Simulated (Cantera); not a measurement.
A perfectly stirred reactor is fed with CH4 : N2 = 1 : 52 (molar parts), at 0.326 atm; it is held at 1473 K, and followed from long to short residence time.

Model: GRI-Mech 3.0 (53 species, 325 reactions), integrated in Cantera. GRI-Mech 3.0 stops at C3 and has no aromatics, soot or wall deposition, so with more carbon than oxygen in the feed, carbon stays in small species such as C2H2 where larger ones or solid carbon would form.

```
quantity                  before     after
----------------------  --------  --------
x(CH4) at τ = 0.320 s     0.0168    0.0687
x(CH3) at τ = 0.320 s    4.85e-5   8.95e-5
x(C2H2) at τ = 0.320 s  0.000718   0.00292
x(H) at τ = 0.320 s      4.56e-7   7.37e-7
x(CH2) at τ = 0.320 s    5.16e-9   4.45e-9
x(CH4) at τ = 8.00 ms     0.0188    0.0768
x(CH3) at τ = 8.00 ms    1.32e-5   4.10e-5
x(C2H2) at τ = 8.00 ms   5.03e-8   6.65e-7
x(H) at τ = 8.00 ms      1.30e-8   1.99e-8
x(CH2) at τ = 8.00 ms   3.69e-10  8.55e-10
```

Task: What was changed between the two runs?
(A) CH4 1 to 0.28 parts
(B) pressure from 0.326 atm to 0.00118 atm
(C) CH4 1 to 9.6 parts
(D) N2 52 to 12 parts

Result: D, N2 52 to 12 parts
